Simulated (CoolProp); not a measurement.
A simple Rankine cycle with cyclopentane: condensing at 309.15 K, boiler at 3.16 MPa, turbine inlet 525.2 K, turbine efficiency 0.9, pump efficiency 0.7, no recuperator. Each further row changes one setting.

Computed with CoolProp (reference Helmholtz-energy equation of state, Gedanitz 2015).

| case | thermal efficiency (%) | net work (kJ/kg) | heat in (kJ/kg) | turbine exit temperature (K) | volume ratio over the turbine |
|---|---|---|---|---|---|
| as stated | 23.4 | 168 | 719 | 410.0 | 52.0 |
| turbine inlet 545.2 K | 23.2 | 179 | 772 | 433.2 | 50.1 |
| condensing temperature 301.15 K | 24.6 | 181 | 734 | 402.5 | 69.0 |
| boiler pressure 2.21 MPa | 21.8 | 162 | 742 | 426.3 | 33.6 |
| turbine efficiency 0.8 | 20.7 | 149 | 719 | 420.9 | 53.4 |
